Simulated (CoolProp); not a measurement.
Vapour-liquid equilibrium of R21 (1) + methanol (2) at 130.85 °C; x and y are mole fractions of (1).

The numbers come from the multi-fluid Helmholtz-energy mixture model, Platzer 1990 and de Reuck 1993; pair parameters Bell 2016 in CoolProp. This equation is an older, rougher fit; its heat capacities, sound speeds and derivatives of the liquid may be far off and weren't checked against measurements.

```json
[
 {"x": "0.05", "bubble pressure, mixture model (bar)": "15.30", "bubble pressure, Raoult's law (bar)": "9.378", "y, mixture model": "0.417", "y, Raoult's law": "0.128"},
 {"x": "0.125", "bubble pressure, mixture model (bar)": "19.85", "bubble pressure, Raoult's law (bar)": "10.53", "y, mixture model": "0.541", "y, Raoult's law": "0.284"},
 {"x": "0.2", "bubble pressure, mixture model (bar)": "21.20", "bubble pressure, Raoult's law (bar)": "11.68", "y, mixture model": "___", "y, Raoult's law": "0.410"},
 {"x": "0.275", "bubble pressure, mixture model (bar)": "___", "bubble pressure, Raoult's law (bar)": "12.83", "y, mixture model": "0.579", "y, Raoult's law": "0.514"},
 {"x": "0.35", "bubble pressure, mixture model (bar)": "21.87", "bubble pressure, Raoult's law (bar)": "13.98", "y, mixture model": "0.586", "y, Raoult's law": "0.600"},
 {"x": "0.425", "bubble pressure, mixture model (bar)": "___", "bubble pressure, Raoult's law (bar)": "15.14", "y, mixture model": "___", "y, Raoult's law": "0.673"},
 {"x": "0.5", "bubble pressure, mixture model (bar)": "22.65", "bubble pressure, Raoult's law (bar)": "16.29", "y, mixture model": "0.621", "y, Raoult's law": "0.736"},
 {"x": "0.575", "bubble pressure, mixture model (bar)": "___", "bubble pressure, Raoult's law (bar)": "17.44", "y, mixture model": "0.652", "y, Raoult's law": "0.790"},
 {"x": "0.65", "bubble pressure, mixture model (bar)": "23.49", "bubble pressure, Raoult's law (bar)": "18.59", "y, mixture model": "0.694", "y, Raoult's law": "0.838"},
 {"x": "0.725", "bubble pressure, mixture model (bar)": "___", "bubble pressure, Raoult's law (bar)": "19.74", "y, mixture model": "0.746", "y, Raoult's law": "0.880"},
 {"x": "0.8", "bubble pressure, mixture model (bar)": "23.95", "bubble pressure, Raoult's law (bar)": "20.89", "y, mixture model": "0.807", "y, Raoult's law": "0.918"},
 {"x": "0.875", "bubble pressure, mixture model (bar)": "24.02", "bubble pressure, Raoult's law (bar)": "22.04", "y, mixture model": "0.876", "y, Raoult's law": "0.951"},
 {"x": "0.95", "bubble pressure, mixture model (bar)": "___", "bubble pressure, Raoult's law (bar)": "23.20", "y, mixture model": "0.949", "y, Raoult's law": "0.981"}
]
```

**Question.** Fill in the missing entries.

**Answer.** 
- 0.2, y, mixture model: 0.569
- 0.275, bubble pressure, mixture model (bar): 21.60
- 0.425, bubble pressure, mixture model (bar): 22.22
- 0.425, y, mixture model: 0.599
- 0.575, bubble pressure, mixture model (bar): 23.09
- 0.725, bubble pressure, mixture model (bar): 23.78
- 0.95, bubble pressure, mixture model (bar): 24.00

The largest gap from Raoult's law is +88.5 % in bubble pressure, at x = 0.125. y crosses x between x = 0.875 and 0.95: the model has an azeotrope there.

The pair parameters rest on a limited set of measurements; away from them the model extrapolates. With so large a gap from Raoult's law the liquid may split in two, which this calculation doesn't test in full.
